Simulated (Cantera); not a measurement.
A closed system holds: 1 mol CO2, 0.18 mol O2, at 6.15 Torr.

These are equilibrium values from Cantera (NASA tables, ideal gas, pure condensed phases), not measurements of a reactor. Candidate condensed phases: C; 12 gas species. Rates play no part.

### Question
At 2023 K, list the 4 most abundant gas species with their mole fractions, and the condensed phases.

### Answer
CO2 0.797, O2 0.165, CO 0.0346, O 0.00358. Condensed: gas only.
